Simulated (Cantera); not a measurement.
Mixture: CH4 : O2 : N2 = 1 : 3.85 : 14.5 (molar parts), equivalence ratio 0.52, at 55000 Pa, adiabatic and at constant volume. Ignition delay is the time to a rise of 400 K.

Model: GRI-Mech 3.0 (53 species, 325 reactions), integrated in Cantera.

Task: What does this change do: 0.47 parts H2O added?

Result: 
| quantity | before | after |
|---|---|---|
| delay at 1150 K | 0.110 s | 0.116 s |
| delay at 1250 K | 25.1 ms | 26.8 ms |
| delay at 1350 K | 6.94 ms | 7.36 ms |
| delay at 1450 K | 2.35 ms | 2.45 ms |
| delay at 1550 K | 0.968 ms | 0.989 ms |
| delay at 1650 K | 0.461 ms | 0.462 ms |
| delay at 1750 K | 0.243 ms | 0.239 ms |
| apparent activation energy between 1550 and 1750 K | 160 kJ/mol | 160 kJ/mol |

Task: What does this change do: pressure from 55000 Pa to 310000 Pa?

Result: 
```json
[
 {"quantity": "delay at 1150 K", "before": "0.110 s", "after": "22.5 ms"},
 {"quantity": "delay at 1250 K", "before": "25.1 ms", "after": "5.88 ms"},
 {"quantity": "delay at 1350 K", "before": "6.94 ms", "after": "1.76 ms"},
 {"quantity": "delay at 1450 K", "before": "2.35 ms", "after": "0.599 ms"},
 {"quantity": "delay at 1550 K", "before": "0.968 ms", "after": "0.234 ms"},
 {"quantity": "delay at 1650 K", "before": "0.461 ms", "after": "0.104 ms"},
 {"quantity": "delay at 1750 K", "before": "0.243 ms", "after": "51.4 µs"},
 {"quantity": "apparent activation energy between 1550 and 1750 K", "before": "160 kJ/mol", "after": "170 kJ/mol"}
]
```
